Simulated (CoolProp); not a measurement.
Vapour-liquid equilibrium of dimethyl ether (1) + methanol (2) at 275.9 K; x and y are mole fractions of (1).

Values from CoolProp's multi-fluid Helmholtz-energy mixture model, Wu 2011 and de Reuck 1993; pair parameters Bell 2016.

Question: Give the bubble pressure and the first vapour's composition at x = 0.45, 0.65, 0.75. Is there an azeotrope?

Answer: x = 0.45: 0.1870 MPa, y = 0.980; x = 0.65: 0.2211 MPa, y = 0.985; x = 0.75: 0.2374 MPa, y = 0.988. No azeotrope shows between x = 0.05 and 0.95.

Pair parameters are fitted to limited data, so mixtures are less certain than the pure fluids. With so large a gap from Raoult's law the liquid may split in two, which this calculation doesn't test in full.
